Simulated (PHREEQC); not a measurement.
Brine

A solution holds 1.5 mmol/kgw HCl, 110 mmol/kgw Na2SO4 and 0.13 mmol/kgw NaCl, at 20 °C. It is in equilibrium with CO2 at log p = -2 (atm). Otherwise closed; pH follows from the charge balance.

Equilibrium calculation in PHREEQC: ion-association model, wateq4f.dat.

Each row changes one thing in this solution. This is a speciation only: nothing precipitates in the calculation.

| case | pH | ionic strength (mol/kgw) | Na+ (mol/kgw) | SO4-2 (mol/kgw) | NaSO4- (mol/kgw) | HSO4- (mol/kgw) | SI of Mirabilite (Na2SO4:10H2O) | SI of Halite (NaCl) |
|---|---|---|---|---|---|---|---|---|
| as made | 3.43 | 0.286 | 0.198 | 0.0872 | 0.0217 | 0.00103 | -2.00 | -5.36 |
| Na2SO4 replaced by NiSO4 at the same molality | 3.33 | 0.236 | 0.000121 | 0.0579 | 9.41e-6 | 0.000912 | -8.56 | -8.58 |
| 0.033 mol/kgw NH4HS added | … | 0.308 | 0.200 | 0.0827 | 0.0202 | 1.12e-7 | -2.04 | -5.36 |
| temperature from 20 to 70 °C | … | 0.280 | 0.196 | 0.0843 | 0.0244 | 0.00130 | -4.16 | -5.50 |
| 0.0047 mol/kgw NaOH added | 7.13 | 0.290 | 0.202 | 0.0878 | 0.0222 | 2.07e-7 | -1.98 | -5.35 |
| Na2SO4 from 0.11 to 0.121 mol/kgw | 3.45 | 0.312 | 0.217 | 0.0949 | 0.0251 | 0.00105 | -1.91 | -5.33 |
| Na2SO4 replaced by Cs2SO4 at the same molality | 3.49 | 0.329 | 0.000115 | 0.109 | 1.50e-5 | 0.00109 | -8.41 | -8.61 |
| HCl from 0.0015 to 0.00135 mol/kgw | … | 0.286 | 0.198 | 0.0873 | 0.0218 | 0.000927 | -2.00 | -5.40 |

Question: Some entries are withheld; supply them.

Answer: 
- 0.033 mol/kgw NH4HS added, pH: 7.36
- temperature from 20 to 70 °C, pH: 3.82
- HCl from 0.0015 to 0.00135 mol/kgw, pH: 3.48

Away from 25 °C the constants follow the database's enthalpies or fits; those with neither stay at their 25 °C values. The polysulfide entries of wateq4f.dat were taken out for this run.
